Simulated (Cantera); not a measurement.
A freely propagating, adiabatic, planar premixed flame of H2 : O2 : N2 = 1 : 0.294 : 1.11 (molar parts), unburnt at 575 K and 0.316 atm; mixture-averaged transport, grid criteria slope 0.08 and curve 0.16, no radiation.

Detailed kinetics in Cantera: the H2/O2 subset of GRI-Mech 3.0, which has no nitrogen chemistry. Burning velocities carry a grid error of a few per cent, more on coarse grids.

x: mole fraction of selected species; z is measured from the peak of heat release.

```csv
z (mm),T (K),u (m/s),x H2,x O2,x H2O,x H2O2,x O,x OH
-5.84,575,7.36,0.416,0.122,<1e-8,<1e-8,<1e-8,<1e-8
-3.89,575,7.36,0.416,0.122,<1e-8,<1e-8,<1e-8,<1e-8
-2.92,575,7.36,0.416,0.122,<1e-8,<1e-8,<1e-8,<1e-8
-1.95,575,7.36,0.416,0.122,4.32e-8,<1e-8,<1e-8,<1e-8
-0.973,589,7.52,0.414,0.122,0.000793,1.34e-6,1.14e-5,5.44e-5
-0.487,761,9.57,0.385,0.117,0.0158,2.29e-6,0.000305,0.000445
0,1170,14.3,0.250,0.0690,0.116,8.40e-7,0.00527,0.00277
0.487,1435,17.4,0.149,0.0123,0.224,6.56e-7,0.00576,0.00546
0.973,1541,18.5,0.140,0.00432,0.241,5.09e-7,0.00461,0.00646
1.95,1657,19.7,0.146,…,0.245,…,…,…
3.89,1788,21.1,0.155,0.00240,0.249,2.10e-7,0.00337,0.00831
7.79,1928,22.5,0.164,0.00164,0.254,1.09e-7,0.00242,0.00846
15.6,2058,23.8,0.172,0.000980,0.260,5.65e-8,0.00151,0.00775
```

Question: Fill in the missing entries.

Answer: 
- 1.95, x O2: 0.00311
- 1.95, x H2O2: 3.57e-7
- 1.95, x O: 0.00410
- 1.95, x OH: 0.00753
